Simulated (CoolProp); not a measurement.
Vapour-liquid equilibrium of R124 (1) + R142b (2) at -63.25 °C; x and y are mole fractions of (1).

Values from CoolProp's multi-fluid Helmholtz-energy mixture model, de Vries 1995 and Lemmon 2006; pair parameters Bell 2016.

| x | bubble pressure (kPa) | y at the bubble point | dew pressure at overall composition x (kPa) | liquid density (mol/L) |
|---|---|---|---|---|
| 0.05 | 5.722 | 0.051 | 5.722 | 12.97 |
| 0.15 | 5.732 | 0.152 | 5.731 | 12.84 |
| 0.25 | 5.742 | 0.254 | 5.741 | 12.72 |
| 0.35 | 5.756 | 0.357 | 5.754 | 12.60 |
| 0.45 | 5.778 | 0.461 | 5.775 | 12.49 |
| 0.55 | 5.812 | 0.567 | 5.806 | 12.37 |
| 0.65 | 5.863 | 0.672 | 5.851 | 12.25 |
| 0.75 | 5.935 | 0.774 | 5.916 | 12.14 |
| 0.85 | 6.031 | 0.871 | 6.007 | 12.03 |
| 0.95 | 6.150 | 0.960 | 6.135 | 11.91 |

No azeotrope shows between x = 0.05 and 0.95.

The pair parameters rest on a limited set of measurements; away from them the model extrapolates.
